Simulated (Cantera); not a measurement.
**Equilibrium for roasting and sulfation: FeS + H2S + H2O**

Charge: 1 mol FeS, 0.052 mol H2S, 0.061 mol H2O, held at 1 atm.

These are equilibrium values from Cantera (NASA tables, ideal gas, pure condensed phases), not measurements of a reactor. Candidate condensed phases: Fe, FeO, Fe(OH)2, Fe(OH)3, FeS, FeSO4, FeS2, Fe2O3, Fe2(SO4)3, Fe3O4, H2O, H2SO4, S; 22 gas species. FeS: taken at fixed stoichiometry. Gases not in the tables: S3 to S7. Kinetics and transport are ignored.

| T (K) | x H2O | x H2S | x H2 | x S2 | n FeS(s) | n FeS2(s) |
|---|---|---|---|---|---|---|
| 750 | 0.540 | 0.424 | 0.0362 | 5.67e-6 | 0.996 | 0.00409 |
| 775 | 0.540 | 0.432 | 0.0281 | 2.46e-5 | 0.997 | 0.00317 |
| 800 | 0.540 | 0.438 | 0.0220 | 9.75e-5 | 0.998 | 0.00247 |
| 825 | 0.540 | 0.443 | 0.0175 | 0.000355 | 0.998 | 0.00189 |
| 850 | 0.539 | 0.446 | 0.0141 | 0.00120 | 0.999 | 0.00131 |
| 875 | 0.537 | 0.447 | 0.0114 | 0.00377 | 1.000 | 0.000394 |
| 900 | 0.536 | 0.445 | 0.0127 | 0.00600 | 1.00 | 0 |
| 925 | 0.535 | 0.442 | 0.0156 | 0.00741 | 1.00 | 0 |
| 950 | 0.534 | 0.437 | 0.0191 | 0.00905 | 1.00 | 0 |
| 975 | 0.533 | 0.433 | 0.0230 | 0.0109 | 1.00 | 0 |
x: gas mole fraction; n: condensed amount in mol.

From 750 K to 875 K the condensed part is FeS(s) + FeS2(s). From 900 K to 975 K the condensed part is FeS(s).
